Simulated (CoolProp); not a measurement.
Vapour-liquid equilibrium of ethane (1) + propylene (2) at 0.0208 MPa; x and y are mole fractions of (1).

The numbers come from the multi-fluid Helmholtz-energy mixture model, Bücker 2006 and Lemmon 2013; pair parameters Bell 2016 in CoolProp.

Q: Give the bubble temperature and the first vapour's composition at x = 0.05, 0.2, 0.65. Is there an azeotrope?

A: x = 0.05: -83.4 °C, y = 0.360; x = 0.2: -94.7 °C, y = 0.760; x = 0.65: -108.3 °C, y = 0.964. No azeotrope shows between x = 0.05 and 0.95.

Pair parameters are fitted to limited data, so mixtures are less certain than the pure fluids.
